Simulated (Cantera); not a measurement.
**Adiabatic ignition**

An adiabatic, constant-pressure homogeneous reactor starts with 18.1 % CH₃OH, 16.0 % O₂, 60.1 % N₂, 5.80 % H₂, equivalence ratio 1.9, at 1425 K and 7500 Torr.

Cantera simulation using GRI-Mech 3.0 (53 species, 325 reactions); the numbers are that mechanism's predictions, not measurements. GRI-Mech 3.0 was tuned for natural gas; its chemistry of methanol as a main component is partial and can be far from experiment.

```json
[
 {"t (s)": "9.00e-6", "T (K)": "1425", "x CH₃OH": "0.181", "x O₂": "0.160", "x HO₂": "0.000121", "x C₂H₆": "2.52e-8", "x O": "4.99e-9", "x C₂H₄": "2.35e-9"},
 {"t (s)": "2.10e-5", "T (K)": "1427", "x CH₃OH": "0.179", "x O₂": "0.159", "x HO₂": "0.000311", "x C₂H₆": "4.80e-8", "x O": "1.47e-8", "x C₂H₄": "4.95e-9"},
 {"t (s)": "4.90e-5", "T (K)": "1941", "x CH₃OH": "0.0228", "x O₂": "0.0629", "x HO₂": "0.00287", "x C₂H₆": "6.80e-7", "x O": "4.74e-5", "x C₂H₄": "1.17e-6"},
 {"t (s)": "0.000115", "T (K)": "2659", "x CH₃OH": "1.90e-12", "x O₂": "5.83e-5", "x HO₂": "1.22e-7", "x C₂H₆": "<1e-12", "x O": "7.36e-5", "x C₂H₄": "<1e-12"},
 {"t (s)": "0.000267", "T (K)": "2659", "x CH₃OH": "1.90e-12", "x O₂": "5.80e-5", "x HO₂": "1.21e-7", "x C₂H₆": "<1e-12", "x O": "7.32e-5", "x C₂H₄": "<1e-12"},
 {"t (s)": "0.000624", "T (K)": "2658", "x CH₃OH": "1.91e-12", "x O₂": "5.75e-5", "x HO₂": "1.20e-7", "x C₂H₆": "<1e-12", "x O": "7.27e-5", "x C₂H₄": "<1e-12"},
 {"t (s)": "0.00146", "T (K)": "2657", "x CH₃OH": "1.92e-12", "x O₂": "5.69e-5", "x HO₂": "1.19e-7", "x C₂H₆": "<1e-12", "x O": "7.21e-5", "x C₂H₄": "<1e-12"},
 {"t (s)": "0.00340", "T (K)": "2657", "x CH₃OH": "1.92e-12", "x O₂": "5.68e-5", "x HO₂": "1.19e-7", "x C₂H₆": "<1e-12", "x O": "7.19e-5", "x C₂H₄": "<1e-12"},
 {"t (s)": "0.00794", "T (K)": "2657", "x CH₃OH": "1.92e-12", "x O₂": "5.68e-5", "x HO₂": "1.19e-7", "x C₂H₆": "<1e-12", "x O": "7.18e-5", "x C₂H₄": "<1e-12"},
 {"t (s)": "0.0185", "T (K)": "2657", "x CH₃OH": "1.92e-12", "x O₂": "5.68e-5", "x HO₂": "1.19e-7", "x C₂H₆": "<1e-12", "x O": "7.18e-5", "x C₂H₄": "<1e-12"},
 {"t (s)": "0.0433", "T (K)": "2657", "x CH₃OH": "1.92e-12", "x O₂": "5.68e-5", "x HO₂": "1.19e-7", "x C₂H₆": "<1e-12", "x O": "7.18e-5", "x C₂H₄": "<1e-12"},
 {"t (s)": "0.101", "T (K)": "2657", "x CH₃OH": "1.92e-12", "x O₂": "5.68e-5", "x HO₂": "1.19e-7", "x C₂H₆": "<1e-12", "x O": "7.18e-5", "x C₂H₄": "<1e-12"},
 {"t (s)": "0.236", "T (K)": "2657", "x CH₃OH": "1.92e-12", "x O₂": "5.68e-5", "x HO₂": "1.19e-7", "x C₂H₆": "<1e-12", "x O": "7.18e-5", "x C₂H₄": "<1e-12"},
 {"t (s)": "0.550", "T (K)": "2657", "x CH₃OH": "1.92e-12", "x O₂": "5.68e-5", "x HO₂": "1.19e-7", "x C₂H₆": "<1e-12", "x O": "7.18e-5", "x C₂H₄": "<1e-12"},
 {"t (s)": "1.29", "T (K)": "2657", "x CH₃OH": "1.92e-12", "x O₂": "5.68e-5", "x HO₂": "1.19e-7", "x C₂H₆": "<1e-12", "x O": "7.18e-5", "x C₂H₄": "<1e-12"},
 {"t (s)": "3.00", "T (K)": "2657", "x CH₃OH": "1.92e-12", "x O₂": "5.68e-5", "x HO₂": "1.19e-7", "x C₂H₆": "<1e-12", "x O": "7.18e-5", "x C₂H₄": "<1e-12"}
]
```
x: mole fraction; the columns are a selection and need not sum to one.

```
Quantity                                                              Result
---------------------------------  -----------------------------------------
time of steepest temperature rise                                    49.8 µs
temperature at 3.00 s                                                 2657 K
equilibrium temperature                                               2657 K
x(CH₃OH) at 3.00 s                 1.92e-12 (gas-phase equilibrium 1.98e-12)
x(O₂) at 3.00 s                      5.68e-5 (gas-phase equilibrium 5.68e-5)
x(HO₂) at 3.00 s                     1.19e-7 (gas-phase equilibrium 1.19e-7)
```
